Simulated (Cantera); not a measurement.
A closed system holds: 1 mol Al, 5.4 mol H2O, 830 mol H2, equilibrated at 13.0 Pa.

Cantera equilibrium calculation (NASA polynomials, part measured and part estimated; ideal gas, pure solids and liquids). Candidate condensed phases: Al, Al2O3, H2O; 19 gas species. The tables' values for AlOH are old estimates; treat these amounts as uncertain. Kinetics and transport are ignored.

x: gas mole fraction; n: condensed amount in mol.

```csv
T (°C),x H2,x H,x H2O,x Al,x OH,x O,n Al2O3(s)
750,0.995,3.62e-7,0.00467,<1e-12,(withheld),<1e-12,0.500
850,0.995,3.73e-6,0.00467,<1e-12,(withheld),<1e-12,0.500
950,0.995,2.63e-5,0.00467,<1e-12,(withheld),<1e-12,0.500
1050,0.995,0.000139,0.00467,<1e-12,(withheld),1.24e-12,0.500
1150,0.995,0.000581,0.00467,6.19e-12,(withheld),3.11e-11,0.500
1250,0.993,0.00202,0.00466,4.62e-10,(withheld),5.10e-10,0.500
1350,0.989,0.00603,0.00465,2.00e-8,(withheld),5.96e-9,0.500
1450,0.980,0.0158,0.00463,5.51e-7,(withheld),5.26e-8,0.500
1550,0.958,0.0372,0.00459,1.03e-5,(withheld),3.70e-7,0.494
1650,0.916,0.0791,0.00467,0.000131,(withheld),2.23e-6,0.428
1750,0.840,0.153,0.00568,0.000882,(withheld),1.42e-5,0
1850,0.725,0.268,0.00520,0.000935,(withheld),6.23e-5,0
1950,0.570,0.424,0.00433,0.000887,(withheld),0.000240,0
```

### Question
Complete the blanks.

### Answer

- 750, x OH: 4.47e-12
- 850, x OH: 9.00e-11
- 950, x OH: 1.11e-9
- 1050, x OH: 9.41e-9
- 1150, x OH: 5.92e-8
- 1250, x OH: 2.92e-7
- 1350, x OH: 1.19e-6
- 1450, x OH: 4.10e-6
- 1550, x OH: 1.24e-5
- 1650, x OH: 3.47e-5
- 1750, x OH: 0.000107
- 1850, x OH: 0.000238
- 1950, x OH: 0.000465
